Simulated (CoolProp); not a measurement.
A single-stage vapour-compression cycle with the fluid: evaporating at 316.15 K (dew point), condensing at 363.15 K (bubble point), superheat 5 K, subcooling 0 K, compressor efficiency 0.75, no pressure losses. The same conditions are run with several fluids, on thermodynamics alone (safety and materials aside).

Values from CoolProp's reference Helmholtz-energy equation of state of each fluid (R365MFC: Lemmon 2016; neopentane: Lemmon 2006; ethanol: Schroeder 2014; R1336mzz(E): Akasaka 2023; R113: Marx 1992; ammonia: Gao 2020).

| fluid | cooling COP | pressure ratio | discharge temperature (K) | refrigerating effect (kJ/kg) | volumetric capacity (kJ/m³) |
|---|---|---|---|---|---|
| R365MFC | 3.84 | 4.09 | 363.1 | 123 | 800 |
| neopentane | 3.56 | 3.11 | 363.1 | 175 | 1530 |
| ethanol | 4.47 | 7.55 | 427.2 | 775 | 282 |
| R1336mzz(E) | 3.35 | 3.44 | 363.1 | 75.8 | 1830 |
| R113 | 4.07 | 3.95 | 363.2 | 104 | 656 |
| ammonia | 3.85 | 3.03 | 430.2 | 850 | 10800 |

The compression ends wet for: R365MFC; neopentane; R1336mzz(E).
